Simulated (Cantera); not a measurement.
Input (Python, Cantera) and output of one run.

```python
import numpy as np
import cantera as ct

gas_names = """
    H H2 H2S N NH NH2 NH3 N2 N2H2 N2H4 Ni NiS S SH SN S2 S8
""".split()
cond_names = """
    Ni(cr) Ni(L) NiS(b) NiS(a) NiS(L) NiS2(s) NiS2(L) Ni3S2(I) Ni3S2(II) Ni3S2(L) Ni3S4(s) S(cr1) S(cr2)
    S(L)
""".split()


# ... load() reads the species with a 1 bar reference pressure and builds the phases ...
atoms = {
    'NiS': {'Ni': 1, 'S': 1},
    'H2': {'H': 2},
    'N2': {'N': 2},
}
top_T = {'Ni3S4(s)': 620}  # K; cautious upper limits of use, not melting points


# ... equilibrate(T, P, feed) seeds the gas with the atoms and calls Mixture.equilibrate('TP', solver="vcs", rtol=1e-11, max_steps=5000) ...
results = []
T = 1850  # K
P = 1000  # Pa
for m in [220, 270, 330, 400, 490, 600, 730, 890, 1100, 1300, 1600, 2000, 2400]:
    feed = {'NiS': 1, 'H2': m, 'N2': 13}  # mol
    mix = equilibrate(T, P, feed)
    results.append((T, P, feed, dict(zip(mix.species_names, mix.species_moles))))

top = {s: max(r[3][s] / sum(r[3][g] for g in gas_names) for r in results) for s in gas_names}
cols = sorted((s for s in top if top[s] > 0.001), key=lambda s: -top[s])[:9]
seen = [c for c in cond_names if any(r[3].get(c, 0) > 1e-12 for r in results)]
print("log10 of partial pressures in bar; condensed amounts in mol")
print(f"{'n(H2)':>10s}" + "".join(f"{s[:9]:>10s}" for s in cols + seen))
for T, P, feed, n in results:
    ng = sum(n[g] for g in gas_names)
    print(f"{feed['H2']:10.4g}" + "".join(f"{np.log10(max(n[s] / ng * P / 1e5, 1e-99)):10.3f}" for s in cols)
          + "".join(f"{n.get(c, 0):10.4g}" for c in seen))
```

Output:

```
log10 of partial pressures in bar; condensed amounts in mol
     n(H2)        H2        N2         H        Ni       H2S        SH     Ni(L)
       220    -2.030    -3.256    -4.284    -4.566    -4.728    -4.978    0.3279
       270    -2.025    -3.341    -4.281    -4.566    -4.795    -5.048    0.1903
       330    -2.021    -3.424    -4.279    -4.566    -4.864    -5.119   0.02546
       400    -2.018    -3.504    -4.278    -4.633    -4.930    -5.186         0
       490    -2.015    -3.590    -4.276    -4.716    -5.001    -5.259         0
       600    -2.013    -3.676    -4.275    -4.800    -5.075    -5.334         0
       730    -2.011    -3.759    -4.274    -4.881    -5.149    -5.408         0
       890    -2.010    -3.844    -4.273    -4.965    -5.224    -5.485         0
      1100    -2.008    -3.934    -4.273    -5.054    -5.307    -5.568         0
      1300    -2.007    -4.006    -4.272    -5.125    -5.374    -5.635         0
      1600    -2.006    -4.095    -4.272    -5.213    -5.457    -5.719         0
      2000    -2.006    -4.191    -4.271    -5.309    -5.548    -5.811         0
      2400    -2.005    -4.270    -4.271    -5.387    -5.624    -5.886         0
```

These are equilibrium values from Cantera (NASA tables, ideal gas, pure condensed phases), not measurements of a reactor.
